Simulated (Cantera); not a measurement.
A freely propagating, adiabatic, planar premixed flame of H2 : O2 : N2 = 1 : 0.833 : 3.13 (molar parts), equivalence ratio 0.60, unburnt at 600 K and 1.01 bar; mixture-averaged transport, grid criteria slope 0.08 and curve 0.16, no radiation.

Computed with Cantera and the H2/O2 subset of GRI-Mech 3.0, which has no nitrogen chemistry. Burning velocities carry a grid error of a few per cent, more on coarse grids. Lean hydrogen flames are cellular in practice and burn faster than this planar one.

Problem. How do the results move with these cheaper or finer settings: unity-Lewis-number transport; multicomponent transport; multicomponent+Soret transport; grid criteria slope 0.5, curve 1; grid criteria slope 0.25, curve 0.5; grid criteria slope 0.03, curve 0.06?

Solution. 
```csv
setting,laminar burning velocity,thermal thickness,peak x(H2O2),peak x(H),grid points
as above,433 cm/s,0.422 mm,2.00e-5,0.0217,111
unity-Lewis-number transport,345 cm/s,0.303 mm,9.70e-6,0.0297,107
multicomponent transport,428 cm/s,0.418 mm,2.04e-5,0.0216,112
multicomponent+Soret transport,398 cm/s,0.415 mm,2.12e-5,0.0205,112
"grid criteria slope 0.5, curve 1",614 cm/s,0.575 mm,1.50e-5,0.0253,34
"grid criteria slope 0.25, curve 0.5",473 cm/s,0.455 mm,1.80e-5,0.0228,50
"grid criteria slope 0.03, curve 0.06",424 cm/s,0.415 mm,2.04e-5,0.0215,252
```
Unity Lewis numbers drop preferential diffusion, which matters most where H2 and H carry the flame; Soret adds thermal diffusion.
